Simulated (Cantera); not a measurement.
A Cantera script and what it prints.

```python
import numpy as np
import cantera as ct

gas_names = """
    B BH BH2 BH3 BN BO BO2 B2 B2O B2O2 B2O3 B3O3H3 H HBO HBO2 HNO HNO2 HNO3 HO2 H2 H2O H2O2 H3B3O6 N NH
    NH2 NH3 NH2OH NO NO2 NO3 N2 N2H2 N2H4 N2O O OH O2 O3
""".split()
cond_names = """
    B(b) B(L) BN(s) B2O3(L) B3O3H3(cr) H2O(s) H2O(L)
""".split()


def load(file, names, dense=False):
    # The tables refer to 1 bar. Condensed volumes are neglected.
    table = {s.name: s for s in ct.Species.list_from_file(file)}
    out = []
    for n in names:
        d = dict(table[n].input_data)
        d["thermo"] = dict(d["thermo"], **{"reference-pressure": 1e5})
        if dense:
            d["equation-of-state"] = {"model": "constant-volume", "density": "1e6 g/cm^3"}
        out.append(ct.Species.from_dict(d))
    return out


gas = ct.Solution(thermo="ideal-gas", species=load("nasa_gas.yaml", gas_names))
cond = {s.name: ct.Solution(thermo="fixed-stoichiometry", species=[s], name=s.name)
        for s in load("nasa_condensed.yaml", cond_names, dense=True)}
atoms = {
    'BN': {'B': 1, 'N': 1},
    'H2O': {'H': 2, 'O': 1},
    'N2': {'N': 2},
}
top_T = {'BN(s)': 3200}  # K; cautious upper limits of use, not melting points


def equilibrate(T, P, feed):
    n = {}
    for name, mol in feed.items():
        for a, k in atoms[name].items():
            n[a] = n.get(a, 0.0) + k * mol
    gas.TPX = T, P, n
    mass = sum(n.values()) * gas.mean_molecular_weight
    gas.equilibrate("TP")
    valid = [c for c in cond.values() if c.min_temp <= T <= top_T.get(c.name, c.max_temp)]
    mix = ct.Mixture([(gas, mass / gas.mean_molecular_weight)] + [(c, 0.0) for c in valid])
    mix.T, mix.P = T, P
    mix.equilibrate("TP", solver="vcs", rtol=1e-11, max_steps=5000)
    return mix


results = []
feed = {'BN': 1, 'H2O': 0.2, 'N2': 7.5}  # mol
P = 2  # Pa
for T in [1450, 1550, 1650, 1750, 1850, 1950, 2050]:
    mix = equilibrate(T, P, feed)
    results.append((T, P, feed, dict(zip(mix.species_names, mix.species_moles))))
    x = sorted(zip(gas.X, gas.species_names), reverse=True)
    print(f"T = {T:g} K  P = {P:g} Pa  gas = {mix.phase_moles(0):.4g} mol")
    print("   x: " + "  ".join(f"{s} {v:.3e}" for v, s in x if v > 0.001))
    print("   condensed (mol): " + ("  ".join(f"{mix.phase(i).name} {mix.phase_moles(i):.4g}"
          for i in range(1, mix.n_phases) if mix.phase_moles(i) > 1e-12) or "none"))
```

Output:

```
T = 1450 K  P = 2 Pa  gas = 7.87 mol
   x: N2 9.634e-01  H2 2.346e-02  B2O3 4.251e-03  B2O2 3.727e-03  HBO 3.194e-03  BO 1.239e-03
   condensed (mol): BN(s) 0.8365
T = 1550 K  P = 2 Pa  gas = 7.916 mol
   x: N2 9.595e-01  H2 2.241e-02  B2O2 6.082e-03  BO 5.217e-03  HBO 4.566e-03  H 1.054e-03  B2O3 1.046e-03
   condensed (mol): BN(s) 0.809
T = 1650 K  P = 2 Pa  gas = 7.96 mol
   x: N2 9.547e-01  H2 2.154e-02  BO 1.230e-02  HBO 4.176e-03  B2O2 4.174e-03  H 2.981e-03
   condensed (mol): BN(s) 0.8008
T = 1750 K  P = 2 Pa  gas = 8.006 mol
   x: N2 9.493e-01  H2 1.994e-02  BO 1.903e-02  H 7.343e-03  HBO 2.741e-03  B2O2 1.576e-03
   condensed (mol): BN(s) 0.7996
T = 1850 K  P = 2 Pa  gas = 8.058 mol
   x: N2 9.434e-01  BO 2.240e-02  H2 1.640e-02  H 1.543e-02  HBO 1.411e-03
   condensed (mol): BN(s) 0.796
T = 1950 K  P = 2 Pa  gas = 8.531 mol
   x: N2 9.377e-01  H 2.589e-02  BO 2.238e-02  H2 1.020e-02  B 2.837e-03
   condensed (mol): B(b) 0.7731
T = 2050 K  P = 2 Pa  gas = 8.685 mol
   x: N2 9.211e-01  H 3.584e-02  BO 2.238e-02  B 1.500e-02  H2 4.990e-03
   condensed (mol): B(b) 0.6658
```

Method: chemical equilibrium by Gibbs-energy minimisation in Cantera with the NASA 1993 tables (ideal gas, pure condensed phases).
